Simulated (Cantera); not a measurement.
Charge: 1 mol SiH₂Cl₂, 1.2 mol C₂H₂, 61 mol H₂, equilibrated at 1000 K and 19.0 mbar.

Method: chemical equilibrium by Gibbs-energy minimisation in Cantera with the NASA 1993 tables (ideal gas, pure condensed phases). Rates play no part.

| species | before | after |
|---|---|---|
| H₂ | 0.967 | 0.932 |
| H | 1.62e-8 | 0.0342 |
| HCl | 0.0310 | 0.0293 |
| C₂H₂ (acetylene) | 1.10e-9 | 0.00208 |
| Si | <1e-9 | 0.00151 |
| Cl | <1e-9 | 0.000785 |
| SiC₂ | <1e-9 | 0.000132 |
| SiH | <1e-9 | 9.33e-5 |
| SiCl | <1e-9 | 8.64e-5 |
| Si₂C | <1e-9 | 8.12e-5 |
| SiCl₄ | 3.43e-5 | <1e-9 |
| C(graphite), mol | 1.29 | 1.25 |
| SiC(s), mol | 0.997 | 0.856 |
Gas species are given as mole fractions.

Question: Which change was made?
A) temperature from 1000 K to 900 K
B) temperature from 1000 K to 2175 K
C) temperature from 1000 K to 1623 K
D) pressure from 19.0 mbar to 1.70 mbar

Answer: B, temperature from 1000 K to 2175 K. The tables' values for SiCl are old estimates; treat these amounts as uncertain. Gases not in the tables: Si₂H₆ and higher silanes
